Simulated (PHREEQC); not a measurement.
A made-up water analysis in mg/L, 45 °C, pH 7.73, pe 2.3:

```tsv
constituent	mg/L
Na	1620
K	25.3
Ca	273
Mg	113
Cl	2670
S(6) as SO4	371
Alkalinity as HCO3	5.37
N(-3) as NH4	0.199
```

Valence states are taken as typed.

The numbers come from PHREEQC with the ion-association model, phreeqc.dat.

Task: The ionic strength comes out as 0.0997 mol/kgw. What activity coefficients do Na+, Ca+2, Mg+2, MgHCO3+, KSO4- get?

Result: Na+ 0.78, Ca+2 0.38, Mg+2 0.39, MgHCO3+ 0.76, KSO4- 0.78.

No solid was allowed to form. Constants without temperature data keep their 25 °C values here.
